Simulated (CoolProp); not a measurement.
Vapour pressure (MPa) of methanol: the reference equation beside estimates from Tc = 513.4 K, pc = 8.216 MPa, ω = 0.565. Clausius-Clapeyron is anchored at 298.2 K with a constant enthalpy of vaporisation of 37.45 kJ/mol.

Model: reference Helmholtz-energy equation of state, de Reuck 1993, in CoolProp.

```csv
T (K),reference,Lee-Kesler,Clausius-Clapeyron,van der Waals,Redlich-Kwong,Soave-Redlich-Kwong,Peng-Robinson
298.2,0.01703,0.01422,0.01703,0.5904,0.1187,0.01423,0.01542
319.1,0.04659,0.04238,0.04579,0.8725,0.2415,0.04237,0.04464
340,0.1111,0.1070,0.1091,1.234,0.4420,0.1069,0.1103
360.9,0.2371,0.2362,0.2349,1.683,0.7446,0.2363,0.2400
381.8,0.4613,0.4681,0.4652,2.227,1.174,0.4695,0.4715
402.7,0.8318,0.8496,0.8582,2.874,1.754,0.8560,0.8530
423.7,1.412,1.440,1.494,3.632,2.511,1.458,1.446
444.6,2.267,2.298,2.463,4.501,3.462,2.338,2.314
465.5,3.479,3.505,3.882,5.487,4.628,3.574,3.538
```

Absolute difference from the reference over all 9 rows, mean and median: Lee-Kesler 4.1 and 2.0 %, Clausius-Clapeyron 3.8 and 1.8 %, van der Waals 855.8 and 382.8 %, Redlich-Kwong 217.4 and 154.5 %, Soave-Redlich-Kwong 4.8 and 3.1 %, Peng-Robinson 2.9 and 2.2 %.
